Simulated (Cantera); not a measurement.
# Thermodynamics of silicon nitride deposition, feed SiCl4 + NH3 + N2

A closed system holds: 1 mol SiCl4, a varied amount of NH3, 86 mol N2, equilibrated at 1777 °C and 1.00 bar.

These are equilibrium values from Cantera (NASA tables, ideal gas, pure condensed phases), not measurements of a reactor. Candidate condensed phases: NH4Cl, Si, Si3N4; 28 gas species. The tables' values for SiCl3, SiCl are old estimates; treat these amounts as uncertain. Gases not in the tables: Si2H6 and higher silanes. The numbers say what is thermodynamically allowed, not how fast it happens.

| n(NH3) (mol) | x N2 | x H2 | x HCl | x SiCl2 | x H | x SiCl3 | x Cl | n Si3N4(s) |
|---|---|---|---|---|---|---|---|---|
| 2.9 | 0.932 | 0.0356 | 0.0211 | 0.0103 | 0.000428 | 0.000223 | 0.000187 | 0 |
| 3.5 | 0.923 | 0.0446 | 0.0209 | 0.0102 | 0.000479 | 0.000195 | 0.000166 | 0 |
| 4.4 | 0.911 | 0.0570 | 0.0219 | 0.00933 | 0.000541 | 0.000166 | 0.000154 | 0.0220 |
| 5.4 | 0.897 | 0.0702 | 0.0230 | 0.00842 | 0.000601 | 0.000141 | 0.000146 | 0.0465 |
| 6.7 | 0.881 | 0.0869 | 0.0240 | 0.00747 | 0.000669 | 0.000118 | 0.000136 | 0.0719 |
| 8.3 | 0.861 | 0.106 | 0.0247 | 0.00656 | 0.000740 | 9.60e-5 | 0.000127 | 0.0963 |
| 10 | 0.842 | 0.126 | 0.0251 | 0.00580 | 0.000806 | 7.92e-5 | 0.000118 | 0.117 |
| 13 | 0.810 | 0.158 | 0.0252 | 0.00480 | 0.000903 | 5.88e-5 | 0.000106 | 0.144 |
| 16 | 0.782 | 0.187 | 0.0250 | 0.00407 | 0.000982 | 4.54e-5 | 9.68e-5 | 0.163 |
| 20 | 0.749 | 0.222 | 0.0243 | 0.00336 | 0.00107 | 3.36e-5 | 8.67e-5 | 0.182 |
| 24 | 0.719 | 0.253 | 0.0236 | 0.00285 | 0.00114 | 2.58e-5 | 7.87e-5 | 0.197 |
| 30 | 0.681 | 0.293 | 0.0223 | 0.00229 | 0.00123 | 1.83e-5 | 6.93e-5 | 0.212 |
x: gas mole fraction; n: condensed amount in mol.

From 2.9 mol NH3 to 3.5 mol NH3 nothing is condensed. From 4.4 mol NH3 to 30 mol NH3 the condensed part is Si3N4(s). The main Si-bearing gas is SiCl2 throughout.
